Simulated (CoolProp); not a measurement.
A simple Rankine cycle with c-C4F8 (RC318): condensing at 332.15 K, boiler at 1.87 MPa, turbine inlet 370.7 K, turbine efficiency 0.85, pump efficiency 0.7, no recuperator. Each further row changes one setting.

Model: reference Helmholtz-energy equation of state, Platzer 1990, in CoolProp. This equation is an older, rougher fit; its heat capacities, sound speeds and derivatives of the liquid may be far off and weren't checked against measurements.

```json
[
 {"case": "as stated", "thermal efficiency (%)": "6.2", "net work (kJ/kg)": "6.57", "heat in (kJ/kg)": "107", "turbine exit temperature (K)": "346.5", "volume ratio over the turbine": "2.87"},
 {"case": "turbine inlet 390.7 K", "thermal efficiency (%)": "6.0", "net work (kJ/kg)": "7.81", "heat in (kJ/kg)": "130", "turbine exit temperature (K)": "370.2", "volume ratio over the turbine": "2.60"},
 {"case": "condensing temperature 324.15 K", "thermal efficiency (%)": "7.4", "net work (kJ/kg)": "8.55", "heat in (kJ/kg)": "116", "turbine exit temperature (K)": "342.1", "volume ratio over the turbine": "3.60"},
 {"case": "boiler pressure 1.31 MPa", "thermal efficiency (%)": "3.8", "net work (kJ/kg)": "4.44", "heat in (kJ/kg)": "117", "turbine exit temperature (K)": "359.6", "volume ratio over the turbine": "1.71"},
 {"case": "turbine efficiency 0.75", "thermal efficiency (%)": "5.3", "net work (kJ/kg)": "5.67", "heat in (kJ/kg)": "107", "turbine exit temperature (K)": "347.4", "volume ratio over the turbine": "2.88"}
]
```
